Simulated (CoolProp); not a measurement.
R142b at 318.44 K and 0.18 MPa flows at 7.2 m/s in a round tube of 1 mm bore and 15 µm roughness, fully developed (64/Re and Nu = 3.66 if laminar; Colebrook and Gnielinski if turbulent). Each further row changes one setting.

Values from CoolProp's reference Helmholtz-energy equation of state, Lemmon 2006. It is a short technical equation, of lower accuracy than the large ones.

| case | Reynolds number | Darcy friction factor | pressure drop (Pa/m) | heat-transfer coefficient (W/(m² K)) | mass flow (kg/h) |
|---|---|---|---|---|---|
| as stated | 4620 | 0.0521 | [?] | [?] | 0.144 |
| velocity 14.4 m/s | 9250 | [?] | 35500 | [?] | [?] |
| diameter 2 mm | 9250 | [?] | 3760 | [?] | 0.578 |

Fill in the missing entries.


- as stated, pressure drop (Pa/m): 9570
- as stated, heat-transfer coefficient (W/(m² K)): 276
- velocity 14.4 m/s, Darcy friction factor: 0.0482
- velocity 14.4 m/s, heat-transfer coefficient (W/(m² K)): 577
- velocity 14.4 m/s, mass flow (kg/h): 0.289
- diameter 2 mm, Darcy friction factor: 0.0409
- diameter 2 mm, heat-transfer coefficient (W/(m² K)): 241

Viscosity comes from a separate model (Huber 2003), an estimate that may be off by 10 % or more. Thermal conductivity comes from a separate model (Huber 2003), an estimate that may be off by 10 % or more.
